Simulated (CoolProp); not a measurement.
Vapour-liquid equilibrium of carbon monoxide (1) + methane (2) at 105.3 K; x and y are mole fractions of (1).

The numbers come from the multi-fluid Helmholtz-energy mixture model, Lemmon 2006 and Setzmann 1991; pair parameters Kunz 2012 in CoolProp.

| x | bubble pressure (kPa) | y at the bubble point | dew pressure at overall composition x (kPa) | liquid density (mol/L) |
|---|---|---|---|---|
| 0.05 | 100.1 | 0.440 | 60.90 | 26.84 |
| 0.125 | 166.1 | 0.681 | 65.87 | 26.75 |
| 0.2 | 232.9 | 0.787 | 71.71 | 26.65 |
| 0.275 | 298.1 | 0.844 | 78.69 | 26.53 |
| 0.35 | 359.9 | 0.880 | 87.17 | 26.40 |
| 0.425 | 417.4 | 0.904 | 97.68 | 26.24 |
| 0.5 | 470.3 | 0.922 | 111.1 | 26.06 |
| 0.575 | 519.0 | 0.936 | 128.7 | 25.85 |
| 0.65 | 564.5 | 0.948 | 153.0 | 25.62 |
| 0.725 | 608.5 | 0.958 | 188.5 | 25.36 |
| 0.8 | 652.9 | 0.968 | 245.4 | 25.07 |
| 0.875 | 699.7 | 0.979 | 349.8 | 24.74 |
| 0.95 | 751.4 | 0.991 | 574.5 | 24.39 |

No azeotrope shows between x = 0.05 and 0.95.

Pair parameters are fitted to limited data, so mixtures are less certain than the pure fluids.
